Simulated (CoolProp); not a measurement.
Properties of n-perfluorohexane along the isotherm 176.85 °C.

Model: reference Helmholtz-energy equation of state, Gao 2022, in CoolProp.

| p (MPa) | phase | Z | cp (kJ/(kg K)) | cv (kJ/(kg K)) | speed of sound (m/s) | expansivity (1/kK) |
|---|---|---|---|---|---|---|
| 0.0968 | gas | 0.9806 | (withheld) | 0.9838 | 104.6 | 2.382 |
| 0.194 | gas | 0.9605 | 1.015 | 0.9853 | 102.5 | 2.562 |
| 0.29 | gas | 0.9401 | 1.020 | (withheld) | 100.4 | 2.762 |
| 0.387 | gas | 0.9188 | 1.026 | 0.9885 | 98.21 | (withheld) |
| 0.484 | gas | 0.8967 | 1.032 | 0.9903 | (withheld) | 3.256 |
| 0.581 | gas | 0.8738 | 1.040 | 0.9922 | 93.46 | 3.561 |
| 0.677 | gas | 0.8502 | 1.048 | 0.9943 | (withheld) | 3.915 |
| 0.774 | gas | 0.8253 | 1.059 | 0.9966 | (withheld) | 4.338 |
| 0.871 | gas | 0.7991 | 1.071 | 0.9991 | 85.36 | (withheld) |

Question: Fill in the missing entries.

Answer: 
- 0.0968, cp (kJ/(kg K)): 1.011
- 0.29, cv (kJ/(kg K)): 0.9868
- 0.387, expansivity (1/kK): 2.992
- 0.484, speed of sound (m/s): 95.90
- 0.677, speed of sound (m/s): 90.93
- 0.774, speed of sound (m/s): 88.23
- 0.871, expansivity (1/kK): 4.849
